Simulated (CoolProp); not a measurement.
A single-stage vapour-compression cycle with carbonyl sulfide: evaporating at 194.15 K (dew point), condensing at 262.15 K (bubble point), superheat 2 K, subcooling 2 K, compressor efficiency 0.85, no pressure losses. Each further row changes one setting.

The numbers come from the reference Helmholtz-energy equation of state, Lemmon 2006 in CoolProp. It is a short technical equation, of lower accuracy than the large ones.

```csv
case,cooling COP,pressure ratio,discharge temperature (K),refrigerating effect (kJ/kg),volumetric capacity (kJ/m³)
as stated,1.81,21.8,401.1,250,197
evaporating temperature 199.15 K,[?],[?],384.7,[?],[?]
condensing temperature 257.15 K,[?],18.4,387.9,256,202
subcooling 7 K,1.86,21.8,401.1,256,202
superheat 12 K,1.77,21.8,416.9,256,192
compressor efficiency 0.75,[?],21.8,[?],250,197
```

**Question.** Some entries are withheld; supply them.

**Answer.** 
- evaporating temperature 199.15 K, cooling COP: 2.07
- evaporating temperature 199.15 K, pressure ratio: 16.0
- evaporating temperature 199.15 K, refrigerating effect (kJ/kg): 252
- evaporating temperature 199.15 K, volumetric capacity (kJ/m³): 265
- condensing temperature 257.15 K, cooling COP: 2.00
- compressor efficiency 0.75, cooling COP: 1.60
- compressor efficiency 0.75, discharge temperature (K): 424.5
